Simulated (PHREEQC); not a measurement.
**Acid mine or pickling water: an equilibrium model**

A made-up water analysis in mmol/kgw, 20 °C, pH 2.29, pe 10.3: Na 77.4; K 7.65; Ca 1.43; Mg 4.81; Cl 25.7; S(6) 39.4; Cu(2) 0.839; Ni 0.483; N(5) 0.0454; B 0.295; Si 0.0475; Br 0.0145.

Valence states are taken as typed.

Equilibrium calculation in PHREEQC: ion-association model, wateq4f.dat.

Each row changes one thing in this solution. This is a speciation only: nothing precipitates in the calculation.

```json
[
 {"case": "as made", "ionic strength (mol/kgw)": "0.124", "Na+ (mol/kgw)": "0.0740", "SO4-2 (mol/kgw)": "0.0270", "K+ (mol/kgw)": "0.00723", "HSO4- (mol/kgw)": "0.00553", "Mg+2 (mol/kgw)": "0.00278", "SI of Quartz (SiO2)": "-0.25", "SI of Gypsum (CaSO4:2H2O)": "-0.95"},
 {"case": "all concentrations times 2 at the same typed pH", "ionic strength (mol/kgw)": "0.238", "Na+ (mol/kgw)": "0.145", "SO4-2 (mol/kgw)": "0.0516", "K+ (mol/kgw)": "0.0141", "HSO4- (mol/kgw)": "[?]", "Mg+2 (mol/kgw)": "[?]", "SI of Quartz (SiO2)": "+0.06", "SI of Gypsum (CaSO4:2H2O)": "[?]"},
 {"case": "N(5) from 0.0454 to 0.136 mmol/kgw", "ionic strength (mol/kgw)": "0.124", "Na+ (mol/kgw)": "0.0740", "SO4-2 (mol/kgw)": "0.0270", "K+ (mol/kgw)": "0.00723", "HSO4- (mol/kgw)": "0.00553", "Mg+2 (mol/kgw)": "0.00278", "SI of Quartz (SiO2)": "-0.25", "SI of Gypsum (CaSO4:2H2O)": "-0.95"}
]
```

**Question.** Some entries are withheld; supply them.

**Answer.** 
- all concentrations times 2 at the same typed pH, HSO4- (mol/kgw): 0.00890
- all concentrations times 2 at the same typed pH, Mg+2 (mol/kgw): 0.00500
- all concentrations times 2 at the same typed pH, SI of Gypsum (CaSO4:2H2O): -0.58

Complexes and solids missing from the database can't appear. Some of these states are supersaturated (in Quartz (slow to form), for instance).
